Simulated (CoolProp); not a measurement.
Vapour-liquid equilibrium of n-hexane (1) + cyclohexane (2) at 364.2 K; x and y are mole fractions of (1).

Computed with CoolProp (multi-fluid Helmholtz-energy mixture model, Thol 2019 and Zhou 2014; pair parameters Bell 2016).

| x | bubble pressure, mixture model (MPa) | bubble pressure, Raoult's law (MPa) | y, mixture model | y, Raoult's law |
|---|---|---|---|---|
| 0.05 | 0.1406 | 0.1397 | 0.074 | 0.070 |
| 0.2 | 0.1510 | 0.1484 | 0.268 | 0.262 |
| 0.35 | 0.1603 | 0.1570 | 0.433 | 0.434 |
| 0.5 | 0.1690 | 0.1657 | 0.580 | 0.587 |
| 0.65 | 0.1770 | 0.1743 | 0.714 | 0.725 |
| 0.8 | 0.1847 | 0.1830 | 0.841 | 0.850 |
| 0.95 | 0.1921 | 0.1916 | 0.961 | 0.964 |

The largest gap from Raoult's law is +2.1 % in bubble pressure, at x = 0.35. No azeotrope shows between x = 0.05 and 0.95.

The pair parameters rest on a limited set of measurements; away from them the model extrapolates.
